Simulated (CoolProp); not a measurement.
R245fa along the isotherm 57.95 °C: fugacity coefficient from the reference equation and from simpler models built on Tc = 153.9 °C, pc = 3651 kPa, ω = 0.378; each cubic takes its own stable root.

The numbers come from the reference Helmholtz-energy equation of state, Akasaka 2015 in CoolProp.

```json
[
 {"p (kPa)": "3320", "phase": "liquid", "reference": "0.1319"},
 {"p (kPa)": "6640", "phase": "liquid", "reference": "0.07493"},
 {"p (kPa)": "9960", "phase": "liquid", "reference": "0.05670"},
 {"p (kPa)": "13300", "phase": "liquid", "reference": "0.04817"},
 {"p (kPa)": "16600", "phase": "liquid", "reference": "0.04367"},
 {"p (kPa)": "19900", "phase": "liquid", "reference": "0.04117"},
 {"p (kPa)": "23200", "phase": "liquid", "reference": "0.03989"},
 {"p (kPa)": "26600", "phase": "liquid", "reference": "0.03940"},
 {"p (kPa)": "29900", "phase": "liquid", "reference": "0.03953"},
 {"p (kPa)": "33200", "phase": "liquid", "reference": "0.04011"},
 {"p (kPa)": "36500", "phase": "liquid", "reference": "0.04108"}
]
```

Q: How far does each simpler model (van der Waals, Redlich-Kwong, Soave-Redlich-Kwong, Peng-Robinson) lie from the reference over these 11 states: mean and median of the absolute difference, and the worst?

A: 
- van der Waals: mean 277.8 %, median 273.1 %, worst +409.3 % at 57.95 °C and 36500 kPa
- Redlich-Kwong: mean 73.0 %, median 73.7 %, worst +84.5 % at 57.95 °C and 36500 kPa
- Soave-Redlich-Kwong: mean 8.6 %, median 8.8 %, worst +13.6 % at 57.95 °C and 36500 kPa
- Peng-Robinson: mean 2.3 %, median 2.2 %, worst -4.7 % at 57.95 °C and 36500 kPa
